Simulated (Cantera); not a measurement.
A closed system holds: 1 mol SiC, 0.022 mol CO₂, 2.1 mol N₂, 1.4 mol H₂O, equilibrated at 413 Torr.

Equilibrium computed with Cantera from the NASA thermochemical tables; the gas is ideal and each condensed phase is pure. Candidate condensed phases: C, C₆H₆, C₇H₈, C₈H₁₈, H₂O, Si, SiC, SiO₂, Si₂N₂O, Si₃N₄; 151 gas species. Mutual solubility and eutectic melting of coexisting phases are not modelled. Equilibrium is a limit: real reactors are often held back by kinetics, nucleation or transport.

**Question.** At 1873 K, list the 5 most abundant gas species with their mole fractions, and the condensed phases.

**Answer.** N₂ 0.406, H₂ 0.347, CO 0.240, SiO 0.00418, HCN 0.00203. Condensed: SiC(s) + Si₂N₂O(s).
